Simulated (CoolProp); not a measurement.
Benzene along the isotherm 620 K: density (kg/m³) from the reference equation and from simpler models built on Tc = 562.0 K, pc = 49.06 bar, ω = 0.211; each cubic takes its own stable root.

Computed with CoolProp (reference Helmholtz-energy equation of state, Thol 2012).

```tsv
p (bar)	phase	reference	ideal gas	van der Waals	Redlich-Kwong	Soave-Redlich-Kwong	Peng-Robinson
0.233	gas	0.3535	0.3531	0.3535	0.3535	0.3535	0.3535
0.376	gas	0.5708	0.5697	0.5708	0.5709	0.5708	0.5710
0.607	gas	0.9226	0.9198	0.9224	0.9227	0.9226	0.9230
0.981	gas	1.494	1.486	1.493	1.494	1.494	1.495
1.59	gas	2.429	2.409	2.428	2.430	2.429	2.431
2.56	gas	3.930	3.879	3.927	3.932	3.930	3.937
4.14	gas	6.407	6.273	6.401	6.413	6.407	6.426
6.69	gas	10.49	10.14	10.48	10.51	10.49	10.54
10.8	gas	17.33	16.36	17.29	17.37	17.32	17.46
17.5	gas	29.20	26.52	29.12	29.33	29.18	29.57
28.2	gas	50.48	42.73	50.37	50.90	50.38	51.49
45.6	gas	94.24	69.10	95.20	95.80	93.43	96.93
73.6	supercritical	219.2	111.5	246.5	226.5	205.5	217.9
```
